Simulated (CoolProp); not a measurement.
Methane along the isotherm 124.1 K: density (kg/m³) from the reference equation and from simpler models built on Tc = 190.6 K, pc = 4.599 MPa, ω = 0.011; each cubic takes its own stable root.

Computed with CoolProp (reference Helmholtz-energy equation of state, Setzmann 1991).

```json
[
 {"p (MPa)": "0.0727", "phase": "gas", "reference": "1.152"},
 {"p (MPa)": "0.11", "phase": "gas", "reference": "1.760"},
 {"p (MPa)": "0.165", "phase": "gas", "reference": "2.681"},
 {"p (MPa)": "0.377", "phase": "liquid", "reference": "403.7"},
 {"p (MPa)": "0.568", "phase": "liquid", "reference": "403.9"},
 {"p (MPa)": "0.857", "phase": "liquid", "reference": "404.3"},
 {"p (MPa)": "1.29", "phase": "liquid", "reference": "404.8"},
 {"p (MPa)": "1.95", "phase": "liquid", "reference": "405.6"},
 {"p (MPa)": "2.94", "phase": "liquid", "reference": "406.7"},
 {"p (MPa)": "4.44", "phase": "liquid", "reference": "408.4"},
 {"p (MPa)": "6.7", "phase": "liquid", "reference": "410.8"},
 {"p (MPa)": "10.1", "phase": "liquid", "reference": "414.3"},
 {"p (MPa)": "15.2", "phase": "liquid", "reference": "419.0"},
 {"p (MPa)": "23", "phase": "liquid", "reference": "425.6"}
]
```

**Question.** How far does each simpler model (van der Waals, Redlich-Kwong, Peng-Robinson) lie from the reference over these 14 states: mean and median of the absolute difference, and the worst?

**Answer.** 
- van der Waals: mean 33.7 %, median 30.3 %, worst -98.4 % at 124.1 K and 0.377 MPa
- Redlich-Kwong: mean 0.4 %, median 0.3 %, worst +1.1 % at 124.1 K and 23 MPa
- Peng-Robinson: mean 9.6 %, median 12.0 %, worst +12.6 % at 124.1 K and 23 MPa

At some of these states van der Waals gives the other phase, because its saturation line lies elsewhere.
